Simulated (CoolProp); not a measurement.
The numbers come from the reference Helmholtz-energy equation of state, Tillner-Roth 1994 in CoolProp.

### Question
Give the vapour pressure (MPa), vapour density (kg/m³), enthalpy of vaporisation (kJ/kg), liquid cp (kJ/(kg K)) of saturated R134a at 54.85 °C.

### Answer
```
T (°C)  p (MPa)  vapour density (kg/m³)  enthalpy of vaporisation (kJ/kg)  liquid cp (kJ/(kg K))
------  -------  ----------------------  --------------------------------  ---------------------
54.85      1.49                    75.8                               146                   1.61
```
